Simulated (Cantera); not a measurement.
A Cantera script and what it prints.

```python
import numpy as np
import cantera as ct

gas_names = """
    CL CL2 H HCL H2 Si SiCL SiCL2 SiCL3 SiCL4 SiH SiHCL3 SiH2 SiH2CL2 SiH3 SiH3CL SiH4 Si2 Si3
""".split()
cond_names = """
    Si(cr) Si(L)
""".split()


# ... load() reads the species with a 1 bar reference pressure and builds the phases ...
atoms = {
    'SiHCl3': {'Si': 1, 'H': 1, 'CL': 3},
    'Cl2': {'CL': 2},
    'H2': {'H': 2},
}
top_T = {}  # K; cautious upper limits of use, not melting points


# ... equilibrate(T, P, feed) seeds the gas with the atoms and calls Mixture.equilibrate('TP', solver="vcs", rtol=1e-11, max_steps=5000) ...
results = []
feed = {'SiHCl3': 1, 'Cl2': 0.025, 'H2': 7.2}  # mol
T = 1000  # K
P = 630  # Pa
mix = equilibrate(T, P, feed)
results.append((T, P, feed, dict(zip(mix.species_names, mix.species_moles))))
print(gas.report(threshold=1e-06))
for i in range(1, mix.n_phases):
    print(f"{mix.phase(i).name:16s} {mix.phase_moles(i):12.5e} mol")
```

Result:

```
       temperature   1000 K
          pressure   630 Pa
           density   0.0012794 kg/m^3
  mean mol. weight   16.885 kg/kmol
   phase of matter   gas

                          1 kg             1 kmol
                     ---------------   ---------------
          enthalpy       -1.8367e+06       -3.1013e+07  J
   internal energy       -2.3291e+06       -3.9327e+07  J
           entropy             14111        2.3826e+05  J/K
    Gibbs function       -1.5947e+07       -2.6927e+08  J
 heat capacity c_p            2156.6             36414  J/K
 heat capacity c_v            1664.2             28100  J/K

                      mass frac. Y      mole frac. X     chem. pot. / RT
                     ---------------   ---------------   ---------------
               HCL          0.078947          0.036563           -43.756
                H2           0.10486           0.87825           -22.703
             SiCL2          0.015166          0.002587           -68.473
             SiCL3          0.021482         0.0026981           -100.88
             SiCL4           0.68574          0.068156           -133.28
            SiHCL3           0.09254          0.011536           -112.23
           SiH2CL2         0.0012599        0.00021063           -91.175
     [  +12 minor]        3.8782e-06        1.0118e-06

Si(cr)            2.73184e-01 mol
```

Cantera equilibrium calculation (NASA polynomials, part measured and part estimated; ideal gas, pure solids and liquids). The tables' values for SiCl3 are old estimates; treat these amounts as uncertain.
